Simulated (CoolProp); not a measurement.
Vapour-liquid equilibrium of R22 (1) + R113 (2) at 0.301 MPa; x and y are mole fractions of (1).

Model: multi-fluid Helmholtz-energy mixture model, Kamei 1995 and Marx 1992; pair parameters Bell 2016, in CoolProp.

```
x     bubble temperature, mixture model (K)  bubble temperature, Raoult's law (K)  y, mixture model  y, Raoult's law
----  -------------------------------------  ------------------------------------  ----------------  ---------------
0.05                                  339.6                                 338.2             0.402            0.449
0.2                                   302.8                                 305.5             0.842            0.842
0.35                                  284.7                                 288.8             0.936            0.934
0.5                                   274.8                                 278.1             0.966            0.968
0.65                                  268.7                                 270.5             0.980            0.985
0.8                                   264.1                                 264.6             0.989            0.993
0.95                                  260.0                                 260.0             0.997            0.999
```

The largest gap from Raoult's law is -4.1 K in bubble temperature, at x = 0.35. No azeotrope shows between x = 0.05 and 0.95.

Pair parameters are fitted to limited data, so mixtures are less certain than the pure fluids. The gap from Raoult's law changes sign with composition, which may be real or a fault of the pair parameters; it wasn't checked against measurements.
